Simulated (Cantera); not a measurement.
Equilibrium for boron, boron nitride and boron oxide: B + O₂ + H₂

A closed system holds: 1 mol B, 3.8 mol O₂, 190 mol H₂, held at 18.0 mbar.

Method: chemical equilibrium by Gibbs-energy minimisation in Cantera with the NASA 1993 tables (ideal gas, pure condensed phases). Candidate condensed phases: B, B₂O₃, B₃O₃H₃, H₂O; 23 gas species. Gases not in the tables: H₃BO₃. Rates play no part.

```
T (K)   x H₂   x H₂O    x HBO₂  x (HBO₂)₃     x HBO       x H  n B₂O₃(l)
-----  -----  ------  --------  ---------  --------  --------  ---------
773    0.968  0.0320   6.82e-8    8.68e-5    <1e-12  6.66e-12      0.475
823    0.968  0.0320   3.68e-7    6.08e-5  2.66e-12  5.38e-11      0.483
873    0.968  0.0320   1.62e-6    4.39e-5  3.15e-11  3.43e-10      0.487
923    0.968  0.0321   6.05e-6    3.25e-5  2.83e-10   1.79e-9      0.490
973    0.968  0.0321   1.95e-5    2.47e-5   2.01e-9   7.93e-9      0.491
1023   0.968  0.0320   5.60e-5    1.91e-5   1.17e-8   3.04e-8      0.489
1073   0.968  0.0320  0.000145    1.51e-5   5.77e-8   1.03e-7      0.482
1123   0.968  0.0319  0.000341    1.21e-5   2.45e-7   3.12e-7      0.464
1173   0.968  0.0317  0.000744    9.81e-6   9.17e-7   8.64e-7      0.426
1223   0.967  0.0313   0.00151    7.98e-6   3.08e-6   2.20e-6      0.353
1273   0.966  0.0306   0.00288    6.48e-6   9.41e-6   5.23e-6      0.222
1323   0.965  0.0294   0.00516    5.19e-6   2.65e-5   1.16e-5   0.000469
1373   0.965  0.0295   0.00516    8.38e-7   3.90e-5   2.44e-5          0
1423   0.965  0.0295   0.00514    1.53e-7   5.55e-5   4.86e-5          0
```
x: gas mole fraction; n: condensed amount in mol.

From 773 K to 1323 K the condensed part is B₂O₃(l). From 1373 K to 1423 K nothing is condensed.
